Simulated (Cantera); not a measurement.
Feed: 1 mol SiO₂, 2.6 mol Al₂O₃, 0.57 mol O₂, equilibrated at 120 Torr.

These are equilibrium values from Cantera (NASA tables, ideal gas, pure condensed phases), not measurements of a reactor. Candidate condensed phases: Al, Al₂O₃, Al₂SiO₅, Al₆Si₂O₁₃, Si, SiO₂; 14 gas species. Mutual solubility and eutectic melting of coexisting phases are not modelled. Condensed phases not in the tables: alloys, solid solutions and most ternary compounds. The numbers say what is thermodynamically allowed, not how fast it happens. All values below are at 1750 K.

Base state: O₂ 1.000, O 0.000187 (mole fractions); condensed: Al₂O₃(s) + Al₆Si₂O₁₃(mullite).

Problem. What changes in the equilibrium state with this change: pressure from 120 Torr to 0.540 Torr?

Solution. 
```json
[
 {"species": "O₂", "before": "1.000", "after": "0.997"},
 {"species": "O", "before": "0.000187", "after": "0.00278"},
 {"species": "Al₂O₃(s), mol", "before": "1.10", "after": "1.10"},
 {"species": "Al₆Si₂O₁₃(mullite), mol", "before": "0.500", "after": "0.500"}
]
```
